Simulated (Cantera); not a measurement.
An isothermal, constant-pressure homogeneous reactor starts with 4.73 % CH₄, 94.5 % H₂, 0.775 % CO₂, at 2200 K and 27.8 Torr.

Cantera simulation using GRI-Mech 3.0 (53 species, 325 reactions); the numbers are that mechanism's predictions, not measurements. GRI-Mech 3.0 stops at C3 and has no aromatics, soot or wall deposition, so with more carbon than oxygen in the feed, carbon stays in small species such as C2H2 where larger ones or solid carbon would form. Radical loss at walls, strong at low pressure, is not modelled.

x: mole fraction; the columns are a selection and need not sum to one.

| t (s) | x CH₄ | x H₂ | x CO₂ | x CH₂ | x C₂H₄ |
|---|---|---|---|---|---|
| 3.00e-5 | 0.0469 | 0.945 | 0.00774 | 9.49e-8 | 1.28e-7 |
| 6.31e-5 | 0.0466 | 0.944 | 0.00773 | 4.89e-7 | 1.31e-6 |
| 0.000133 | 0.0459 | 0.944 | 0.00768 | ? | ? |
| 0.000279 | 0.0443 | 0.942 | 0.00745 | ? | ? |
| 0.000588 | 0.0402 | 0.939 | 0.00657 | 2.86e-5 | 0.000262 |
| 0.00124 | 0.0305 | 0.938 | 0.00407 | 5.40e-5 | 0.000320 |
| 0.00260 | 0.0169 | 0.941 | 0.00103 | 5.19e-5 | 0.000143 |
| 0.00548 | 0.00679 | 0.944 | 4.44e-5 | 3.44e-5 | 3.47e-5 |
| 0.0115 | 0.00226 | 0.945 | 1.05e-5 | 1.84e-5 | 7.62e-6 |
| 0.0242 | 0.000896 | 0.944 | 9.71e-6 | 1.05e-5 | 3.35e-6 |
| 0.0510 | 0.000535 | 0.942 | 7.10e-6 | 8.31e-6 | 2.47e-6 |
| 0.107 | 0.000280 | 0.941 | 2.55e-6 | 5.45e-6 | 1.90e-6 |
| 0.226 | 8.39e-5 | 0.939 | 1.69e-7 | 1.97e-6 | 1.61e-6 |
| 0.475 | 2.61e-5 | 0.939 | 3.51e-10 | 6.61e-7 | 1.56e-6 |
| 1.00 | 2.35e-5 | 0.938 | 2.98e-11 | 5.98e-7 | 1.55e-6 |

Task: Some entries are withheld; supply them.

Result: 
- 0.000133, x CH₂: 2.23e-6
- 0.000133, x C₂H₄: 1.14e-5
- 0.000279, x CH₂: 8.93e-6
- 0.000279, x C₂H₄: 7.54e-5
